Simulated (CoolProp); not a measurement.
Values from CoolProp's reference Helmholtz-energy equation of state, Rui 2013.

Task: For R236EA, give the phase and the cp (kJ/(kg K)), cv (kJ/(kg K)), viscosity (µPa s), Prandtl number at 57.85 °C and 1.14 bar; 57.85 °C and 2.28 bar; 57.85 °C and 17.1 bar.

Result: 
- 57.85 °C and 1.14 bar: gas; cp 0.913, cv 0.850, viscosity 12.1, Prandtl number 0.657
- 57.85 °C and 2.28 bar: gas; cp 0.930, cv 0.857, viscosity 12.1, Prandtl number 0.665
- 57.85 °C and 17.1 bar: liquid; cp 1.32, cv 0.923, viscosity 256, Prandtl number 4.87

Viscosity comes from a separate model (Huber 2003), an estimate that may be off by 10 % or more. Thermal conductivity comes from a separate model (Huber 2003), an estimate that may be off by 10 % or more.
